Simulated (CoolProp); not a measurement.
Vapour-liquid equilibrium of carbonyl sulfide (1) + propane (2) at 1730 kPa; x and y are mole fractions of (1).

Values from CoolProp's multi-fluid Helmholtz-energy mixture model, Lemmon 2006 and Lemmon 2009; pair parameters Bell 2016.

| x | bubble temperature, mixture model (°C) | bubble temperature, Raoult's law (°C) | y, mixture model | y, Raoult's law |
|---|---|---|---|---|
| 0.05 | 49.5 | 49.7 | 0.063 | 0.065 |
| 0.2 | [?] | 47.5 | 0.236 | 0.249 |
| 0.35 | [?] | 45.5 | 0.395 | 0.417 |
| 0.5 | [?] | 43.5 | 0.546 | 0.571 |
| 0.65 | [?] | 41.7 | 0.691 | 0.712 |
| 0.8 | 39.9 | 39.9 | [?] | 0.842 |
| 0.95 | 38.2 | 38.2 | [?] | 0.962 |

### Question
Fill in the missing entries.

### Answer

- 0.2, bubble temperature, mixture model (°C): 47.1
- 0.35, bubble temperature, mixture model (°C): 45.1
- 0.5, bubble temperature, mixture model (°C): 43.3
- 0.65, bubble temperature, mixture model (°C): 41.6
- 0.8, y, mixture model: 0.829
- 0.95, y, mixture model: 0.959

The largest gap from Raoult's law is -0.4 K in bubble temperature, at x = 0.2. No azeotrope shows between x = 0.05 and 0.95.

The pair parameters rest on a limited set of measurements; away from them the model extrapolates.
